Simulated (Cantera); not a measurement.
A Cantera script and what it prints.

```python
import numpy as np
import cantera as ct

gas_names = [...]  # 95 gases of nasa_gas.yaml made of C, F, H
cond_names = """
    C(gr) C6H6(L) C7H8(L) C8H18(L),n-octa
""".split()


# ... load() reads the species with a 1 bar reference pressure and builds the phases ...
atoms = {
    'CHF3': {'C': 1, 'H': 1, 'F': 3},
    'CH4': {'C': 1, 'H': 4},
    'H2': {'H': 2},
}
top_T = {'C(gr)': 4500}  # K; cautious upper limits of use, not melting points


# ... equilibrate(T, P, feed) seeds the gas with the atoms and calls Mixture.equilibrate('TP', solver="vcs", rtol=1e-11, max_steps=5000) ...
results = []
T = 3450  # K
P = 100000  # Pa
for m in [0.039, 0.1, 0.16, 0.22, 0.28, 0.34, 0.4, 0.46, 0.53]:
    feed = {'CHF3': 1, 'CH4': m, 'H2': 0.49}  # mol
    mix = equilibrate(T, P, feed)
    results.append((T, P, feed, dict(zip(mix.species_names, mix.species_moles))))

top = {s: max(r[3][s] / sum(r[3][g] for g in gas_names) for r in results) for s in gas_names}
cols = sorted((s for s in top if top[s] > 1e-05), key=lambda s: -top[s])[:6]
seen = [c for c in cond_names if any(r[3].get(c, 0) > 1e-12 for r in results)]
print("log10 of partial pressures in bar; condensed amounts in mol")
print(f"{'n(CH4)':>10s}" + "".join(f"{s[:9]:>10s}" for s in cols + seen))
for T, P, feed, n in results:
    ng = sum(n[g] for g in gas_names)
    print(f"{feed['CH4']:10.4g}" + "".join(f"{np.log10(max(n[s] / ng * P / 1e5, 1e-99)):10.3f}" for s in cols)
          + "".join(f"{n.get(c, 0):10.4g}" for c in seen))
```

Output:

```
log10 of partial pressures in bar; condensed amounts in mol
    n(CH4)        HF         F         H        H2        CF       CF2     C(gr)
     0.039    -0.160    -0.723    -1.894    -3.231    -1.312    -1.507     0.571
       0.1    -0.125    -0.833    -1.749    -2.941    -1.421    -1.726    0.6921
      0.16    -0.097    -0.971    -1.583    -2.609    -1.560    -2.003    0.7995
      0.22    -0.081    -1.142    -1.397    -2.236    -1.730    -2.344    0.8862
      0.28    -0.080    -1.315    -1.222    -1.887    -1.903    -2.690    0.9444
      0.34    -0.089    -1.456    -1.090    -1.623    -2.045    -2.973    0.9797
       0.4    -0.103    -1.563    -0.997    -1.437    -2.152    -3.187     1.003
      0.46    -0.119    -1.646    -0.930    -1.302    -2.235    -3.353     1.021
      0.53    -0.137    -1.723    -0.871    -1.185    -2.312    -3.507     1.038
```

Equilibrium computed with Cantera from the NASA thermochemical tables; the gas is ideal and each condensed phase is pure.
